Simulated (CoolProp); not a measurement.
Model: reference Helmholtz-energy equation of state, de Reuck 1993, in CoolProp.

Question: For methanol, give the phase and the Joule-Thomson coefficient (K/MPa) at 481.6 K and 5.22 bar; 492.3 K and 5.22 bar; 609.4 K and 5.22 bar.

Answer: 
- 481.6 K and 5.22 bar: gas; Joule-Thomson coefficient 16.0
- 492.3 K and 5.22 bar: gas; Joule-Thomson coefficient 14.2
- 609.4 K and 5.22 bar: gas; Joule-Thomson coefficient 3.99
